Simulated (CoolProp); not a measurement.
Saturated liquid density (kg/m³) of n-undecane: the reference equation beside estimates from Tc = 638.8 K, pc = 1.990 MPa, ω = 0.539.

Computed with CoolProp (reference Helmholtz-energy equation of state, Aleksandrov 2011). It is a short technical equation, of lower accuracy than the large ones.

```
T (K)  reference  Redlich-Kwong  Soave-Redlich-Kwong  Peng-Robinson
-----  ---------  -------------  -------------------  -------------
430        633.3          498.2                538.5          608.0
433.7      630.2          495.4                536.0          605.2
437.5      626.9          492.4                533.3          602.3
441.2      623.8          489.5                530.6          599.5
445        620.5          486.5                527.8          596.4
448.8      617.2          483.4                525.0          593.4
452.5      614.0          480.4                522.2          590.3
456.3      610.7          477.2                519.3          587.1
460        607.4          474.1                516.3          583.9
463.8      604.0          470.9                513.3          580.6
467.5      600.6          467.7                510.3          577.3
471.3      597.2          464.4                507.1          573.8
```

Absolute difference from the reference over all 12 rows, mean and median: Redlich-Kwong 21.7 and 21.7 %, Soave-Redlich-Kwong 15.0 and 15.0 %, Peng-Robinson 3.9 and 3.9 %.
